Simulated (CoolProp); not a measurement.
Neopentane along the isobar 769 kPa: Z from the reference equation and from simpler models built on Tc = 160.6 °C, pc = 3196 kPa, ω = 0.196; each cubic takes its own stable root.

The numbers come from the reference Helmholtz-energy equation of state, Lemmon 2006 in CoolProp. It is a short technical equation, of lower accuracy than the large ones.

```csv
T (°C),phase,reference,van der Waals,Redlich-Kwong,Soave-Redlich-Kwong,Peng-Robinson
72.55,liquid,0.03665,0.8601,0.04126,0.03973,0.03501
87.35,gas,0.8269,0.8753,0.8424,0.8327,0.8221
102.15,gas,0.8528,0.8881,0.8621,0.8552,0.8450
116.95,gas,0.8730,0.8991,0.8784,0.8738,0.8639
131.75,gas,0.8894,0.9086,0.8921,0.8894,0.8798
146.55,gas,0.9029,0.9169,0.9037,0.9025,0.8932
161.35,gas,0.9141,0.9241,0.9137,0.9138,0.9048
176.05,gas,0.9237,0.9305,0.9223,0.9234,0.9148
190.85,gas,0.9319,0.9362,0.9299,0.9319,0.9235
205.65,gas,0.9390,0.9413,0.9365,0.9393,0.9312
220.45,gas,0.9451,0.9459,0.9423,0.9458,0.9379
235.25,gas,0.9506,0.9500,0.9475,0.9515,0.9439
```

At some of these states van der Waals gives the other phase, because its saturation line lies elsewhere.
